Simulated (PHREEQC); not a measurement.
## Metal-bearing waste water

Consider water at 25 °C with 0.24 mol/kgw FeSO4, 0.01 mol/kgw MgSO4 and 0.00086 mol/kgw Na2SO4. Closed to the air; pH follows from the charge balance.

All values are PHREEQC results (ion-association model, phreeqc.dat), not measurements.

```
Property                     Result
--------------------  -------------
pH                             5.82
ionic strength        0.494 mol/kgw
activity of water             0.994
specific conductance    16900 µS/cm
density                 1.033 g/cm³
```

```csv
species,molality,activity,log γ
SO4-2,0.124,0.0255,-0.685
FeSO4,0.121,0.135,0.049
Fe+2,0.119,0.0298,-0.601
MgSO4,0.00610,0.00684,0.049
Mg+2,0.00390,0.00114,-0.533
Na+,0.00152,0.00109,-0.144
NaSO4-,0.000201,0.000139,-0.160
FeOH+,9.01e-6,6.14e-6,-0.166
HSO4-,5.17e-6,3.79e-6,-0.135
H+,2.00e-6,1.53e-6,-0.116
FeHSO4+,1.86e-6,1.36e-6,-0.135
OH-,1.04e-8,6.59e-9,-0.198
```

This is a speciation only: nothing precipitates in the calculation.
